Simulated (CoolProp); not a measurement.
The fluoroketone C6F12O (FK-5-1-12) at 379.14 K and 0.332 MPa is throttled through a valve to 0.151 MPa with no heat exchange. Each further row changes one setting.

Computed with CoolProp (reference Helmholtz-energy equation of state, McLinden 2015).

```csv
case,temperature change (K),final density (kg/m³)
as stated,-2.7,16.1
outlet pressure 0.0453 MPa,-4.2,4.67
outlet pressure 0.196 MPa,-2.1,21.2
```
